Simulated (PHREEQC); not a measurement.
# Metal-bearing waste water: speciation

Dissolve 3.4e-05 mol FeCl3, 4.1e-07 mol CuCl2, 0.00097 mol H2SO4 and 4e-05 mol NaCl per kg of water at 70 °C. Closed to the air; pH follows from the charge balance.

The numbers come from PHREEQC with the ion-association model, wateq4f.dat.

This is a speciation only: nothing precipitates in the calculation.

**Question.** Estimate the pH, ionic strength.

**Answer.** pH 2.79; ionic strength 0.00250 mol/kgw.

**Question.** In which forms is Cu present?

**Answer.** Cu+2 90 %, CuSO4 10 % of the Cu.

Saturation is exceeded, for instance for Hematite (slow to form), Goethite (slow to form); the values hold only as long as no solid forms. At this temperature some constants are extrapolated from 25 °C, and those without enthalpy data are left unchanged.
